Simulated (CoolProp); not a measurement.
Saturation properties of C2F6 (R116) (Tc = 293.0 K, pc = 3048 kPa, ω = 0.257).

Model: reference Helmholtz-energy equation of state, Lemmon 2006, in CoolProp. It is a short technical equation, of lower accuracy than the large ones.

```json
[
 {"T (K)": "182.3", "p (kPa)": "48.25", "vapour density (kg/m³)": "4.513", "enthalpy of vaporisation (kJ/kg)": "122.3", "liquid cp (kJ/(kg K))": "0.9120", "vapour viscosity (µPa s)": "8.55"},
 {"T (K)": "184.9", "p (kPa)": "56.68", "vapour density (kg/m³)": "5.244", "enthalpy of vaporisation (kJ/kg)": "121.2", "liquid cp (kJ/(kg K))": "0.9178", "vapour viscosity (µPa s)": "8.67"},
 {"T (K)": "187.4", "p (kPa)": "65.83", "vapour density (kg/m³)": "6.031", "enthalpy of vaporisation (kJ/kg)": "120.2", "liquid cp (kJ/(kg K))": "0.9235", "vapour viscosity (µPa s)": "8.78"},
 {"T (K)": "190", "p (kPa)": "76.56", "vapour density (kg/m³)": "6.945", "enthalpy of vaporisation (kJ/kg)": "119.1", "liquid cp (kJ/(kg K))": "0.9295", "vapour viscosity (µPa s)": "8.90"},
 {"T (K)": "192.6", "p (kPa)": "88.61", "vapour density (kg/m³)": "7.963", "enthalpy of vaporisation (kJ/kg)": "118.0", "liquid cp (kJ/(kg K))": "0.9358", "vapour viscosity (µPa s)": "9.01"},
 {"T (K)": "195.1", "p (kPa)": "101.6", "vapour density (kg/m³)": "9.049", "enthalpy of vaporisation (kJ/kg)": "117.0", "liquid cp (kJ/(kg K))": "0.9419", "vapour viscosity (µPa s)": "9.13"},
 {"T (K)": "197.7", "p (kPa)": "116.5", "vapour density (kg/m³)": "10.30", "enthalpy of vaporisation (kJ/kg)": "115.8", "liquid cp (kJ/(kg K))": "0.9485", "vapour viscosity (µPa s)": "9.24"},
 {"T (K)": "200.2", "p (kPa)": "132.5", "vapour density (kg/m³)": "11.62", "enthalpy of vaporisation (kJ/kg)": "114.7", "liquid cp (kJ/(kg K))": "0.9550", "vapour viscosity (µPa s)": "9.35"},
 {"T (K)": "202.8", "p (kPa)": "150.8", "vapour density (kg/m³)": "13.13", "enthalpy of vaporisation (kJ/kg)": "113.5", "liquid cp (kJ/(kg K))": "0.9620", "vapour viscosity (µPa s)": "9.47"},
 {"T (K)": "205.4", "p (kPa)": "171.1", "vapour density (kg/m³)": "14.79", "enthalpy of vaporisation (kJ/kg)": "112.3", "liquid cp (kJ/(kg K))": "0.9692", "vapour viscosity (µPa s)": "9.58"},
 {"T (K)": "207.9", "p (kPa)": "192.5", "vapour density (kg/m³)": "16.54", "enthalpy of vaporisation (kJ/kg)": "111.2", "liquid cp (kJ/(kg K))": "0.9764", "vapour viscosity (µPa s)": "9.69"},
 {"T (K)": "210.5", "p (kPa)": "216.8", "vapour density (kg/m³)": "18.52", "enthalpy of vaporisation (kJ/kg)": "109.9", "liquid cp (kJ/(kg K))": "0.9840", "vapour viscosity (µPa s)": "9.81"},
 {"T (K)": "213", "p (kPa)": "242.3", "vapour density (kg/m³)": "20.60", "enthalpy of vaporisation (kJ/kg)": "108.7", "liquid cp (kJ/(kg K))": "0.9917", "vapour viscosity (µPa s)": "9.92"},
 {"T (K)": "215.6", "p (kPa)": "271.3", "vapour density (kg/m³)": "22.96", "enthalpy of vaporisation (kJ/kg)": "107.4", "liquid cp (kJ/(kg K))": "0.9999", "vapour viscosity (µPa s)": "10.0"}
]
```

It boils at 195.1 K under 1 atm.

Viscosity comes from a separate model (Huber 2003), an estimate that may be off by 10 % or more.
